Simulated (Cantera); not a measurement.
# Silicon oxide and oxynitride deposition: Si2H6 + O2 + H2

A closed system holds: 1 mol Si2H6, 9.1 mol O2, 6.2 mol H2, equilibrated at 0.0133 bar.

Cantera equilibrium calculation (NASA polynomials, part measured and part estimated; ideal gas, pure solids and liquids). Candidate condensed phases: H2O, Si, SiO2; 18 gas species. The feed counts by its element totals alone. The tables hold silica as quartz up to 1696 K and as liquid above; real silica turns to tridymite and cristobalite and melts near 1996 K. Gases not in the tables: Si(OH)4. The numbers say what is thermodynamically allowed, not how fast it happens.

```tsv
T (K)	x H2O	x O2	x OH	x H2	x O	x H	x SiO	x SiO2	n SiO2(β-quartz)	n SiO2(condensed)
1250	0.786	0.214	4.76e-5	5.08e-7	2.77e-7	2.98e-9	<1e-12	<1e-12	2.00	0
1350	0.786	0.214	0.000152	3.01e-6	1.69e-6	3.58e-8	<1e-12	<1e-12	2.00	0
1450	0.786	0.214	0.000413	1.40e-5	8.04e-6	3.06e-7	<1e-12	3.12e-11	2.00	0
1550	0.786	0.213	0.000987	5.32e-5	3.13e-5	1.99e-6	3.53e-11	7.39e-10	2.00	0
1650	0.785	0.213	0.00212	0.000173	0.000104	1.03e-5	1.44e-9	1.19e-8	2.00	0
1750	0.783	0.212	0.00417	0.000491	0.000299	4.46e-5	3.78e-8	1.35e-7	0	2.00
1850	0.779	0.211	0.00761	0.00124	0.000768	0.000165	6.78e-7	1.16e-6	0	2.00
1950	0.772	0.210	0.0130	0.00286	0.00179	0.000531	8.97e-6	7.91e-6	0	2.00
```
x: gas mole fraction; n: condensed amount in mol.

From 1250 K to 1650 K the condensed part is SiO2(β-quartz). From 1750 K to 1950 K the condensed part is SiO2(condensed).
